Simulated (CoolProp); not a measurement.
Vapour-liquid equilibrium of benzene (1) + m-xylene (2) at 458.6 K; x and y are mole fractions of (1).

Computed with CoolProp (multi-fluid Helmholtz-energy mixture model, Thol 2012 and Zhou 2012; pair parameters Bell 2016).

```json
[
 {"x": "0.05", "bubble pressure (MPa)": "0.3430", "y at the bubble point": "0.145", "dew pressure at overall composition x (MPa)": "0.3169", "liquid density (mol/L)": "6.737"},
 {"x": "0.125", "bubble pressure (MPa)": "0.4004", "y at the bubble point": "0.312", "dew pressure at overall composition x (MPa)": "0.3371", "liquid density (mol/L)": "6.863"},
 {"x": "0.2", "bubble pressure (MPa)": "0.4578", "y at the bubble point": "0.440", "dew pressure at overall composition x (MPa)": "0.3600", "liquid density (mol/L)": "6.994"},
 {"x": "0.275", "bubble pressure (MPa)": "0.5156", "y at the bubble point": "0.540", "dew pressure at overall composition x (MPa)": "0.3860", "liquid density (mol/L)": "7.129"},
 {"x": "0.35", "bubble pressure (MPa)": "0.5740", "y at the bubble point": "0.623", "dew pressure at overall composition x (MPa)": "0.4159", "liquid density (mol/L)": "7.270"},
 {"x": "0.425", "bubble pressure (MPa)": "0.6333", "y at the bubble point": "0.691", "dew pressure at overall composition x (MPa)": "0.4504", "liquid density (mol/L)": "7.415"},
 {"x": "0.5", "bubble pressure (MPa)": "0.6935", "y at the bubble point": "0.750", "dew pressure at overall composition x (MPa)": "0.4909", "liquid density (mol/L)": "7.565"},
 {"x": "0.575", "bubble pressure (MPa)": "0.7549", "y at the bubble point": "0.801", "dew pressure at overall composition x (MPa)": "0.5388", "liquid density (mol/L)": "7.720"},
 {"x": "0.65", "bubble pressure (MPa)": "0.8175", "y at the bubble point": "0.846", "dew pressure at overall composition x (MPa)": "0.5964", "liquid density (mol/L)": "7.881"},
 {"x": "0.725", "bubble pressure (MPa)": "0.8816", "y at the bubble point": "0.885", "dew pressure at overall composition x (MPa)": "0.6666", "liquid density (mol/L)": "8.047"},
 {"x": "0.8", "bubble pressure (MPa)": "0.9471", "y at the bubble point": "0.921", "dew pressure at overall composition x (MPa)": "0.7538", "liquid density (mol/L)": "8.219"},
 {"x": "0.875", "bubble pressure (MPa)": "1.014", "y at the bubble point": "0.953", "dew pressure at overall composition x (MPa)": "0.8643", "liquid density (mol/L)": "8.397"},
 {"x": "0.95", "bubble pressure (MPa)": "1.083", "y at the bubble point": "0.982", "dew pressure at overall composition x (MPa)": "1.008", "liquid density (mol/L)": "8.581"}
]
```

No azeotrope shows between x = 0.05 and 0.95.

Pair parameters are fitted to limited data, so mixtures are less certain than the pure fluids.
